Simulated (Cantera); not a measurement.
Charge: 1 mol SiH2Cl2, 4.3 mol N2, at 13300 Pa.

These are equilibrium values from Cantera (NASA tables, ideal gas, pure condensed phases), not measurements of a reactor. Candidate condensed phases: NH4Cl, Si, Si3N4; 28 gas species. N2 is the only nitrogen source here; it is nearly inert below about 1500 K, so the nitride shown seldom forms there in practice. The tables' values for SiCl3, SiCl, SiN are old estimates; treat these amounts as uncertain. Gases not in the tables: Si2H6 and higher silanes. Equilibrium is a limit: real reactors are often held back by kinetics, nucleation or transport.

x: gas mole fraction; n: condensed amount in mol.

| T (K) | x N2 | x HCl | x H2 | x SiCl2 | x SiCl4 | x SiCl3 | n Si3N4(s) | n Si(l) |
|---|---|---|---|---|---|---|---|---|
| 923 | 0.683 | 0.186 | 0.0872 | 1.49e-8 | 0.0435 | 4.01e-6 | 0.253 | 0 |
| 1123 | 0.679 | 0.205 | 0.0771 | 9.70e-6 | 0.0383 | 0.000173 | 0.261 | 0 |
| 1323 | 0.676 | 0.216 | 0.0711 | … | … | 0.00225 | 0.265 | 0 |
| 1523 | 0.672 | 0.208 | 0.0720 | 0.0173 | 0.0191 | 0.0105 | 0.243 | 0 |
| 1723 | 0.670 | 0.150 | 0.0934 | 0.0741 | 0.00231 | 0.00955 | 0.163 | 0 |
| 1923 | 0.674 | 0.0846 | 0.121 | 0.116 | … | 0.00314 | … | 0 |
| 2123 | 0.680 | 0.0798 | 0.116 | 0.114 | 1.88e-5 | 0.00149 | 0 | 0.246 |

Task: Fill in the missing entries.

Result: 
- 1923, x SiCl4: 0.000111
- 1923, n Si3N4(s): 0.0896
- 1323, x SiCl2: 0.000833
- 1323, x SiCl4: 0.0332
